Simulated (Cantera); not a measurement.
Input: 1 mol Mg(OH)2, 0.58 mol C, 0.059 mol O2, a varied amount of H2O, equilibrated at 550 K and 3.90 mbar.

Cantera equilibrium calculation (NASA polynomials, part measured and part estimated; ideal gas, pure solids and liquids). Candidate condensed phases: C, C6H6, C7H8, C8H18, H2O, Mg, MgCO3, MgO, Mg(OH)2; 116 gas species. Rates play no part.

x: gas mole fraction; n: condensed amount in mol.

| n(H2O) (mol) | x H2O | x H2 | x CO2 | x CH4 | x CO | x C2H6 | n MgO(s) |
|---|---|---|---|---|---|---|---|
| 1.1 | 0.532 | 0.230 | 0.187 | 0.0488 | 0.00140 | 1.73e-9 | 1.00 |
| 1.5 | 0.574 | 0.225 | 0.166 | 0.0339 | 0.00113 | 8.52e-10 | 1.00 |
| 1.9 | 0.608 | 0.217 | 0.150 | 0.0239 | 0.000929 | 4.37e-10 | 1.00 |
| 2.5 | 0.649 | 0.205 | ? | ? | ? | ? | 1.00 |
| 3.3 | 0.693 | 0.186 | 0.113 | 0.00746 | 0.000525 | 4.99e-11 | 1.00 |
| 4.4 | 0.740 | ? | ? | ? | ? | ? | 1.00 |
| 5.7 | 0.782 | 0.138 | 0.0784 | 0.00124 | 0.000240 | 1.85e-12 | 1.00 |
| 7.5 | 0.823 | 0.113 | 0.0634 | 0.000404 | 0.000151 | <1e-12 | 1.00 |

What belongs in the gaps?


- 4.4, x H2: 0.162
- 4.4, x CO2: 0.0941
- 4.4, x CH4: 0.00315
- 4.4, x CO: 0.000358
- 4.4, x C2H6: 1.02e-11
- 2.5, x CO2: 0.131
- 2.5, x CH4: 0.0144
- 2.5, x CO: 0.000716
- 2.5, x C2H6: 1.69e-10
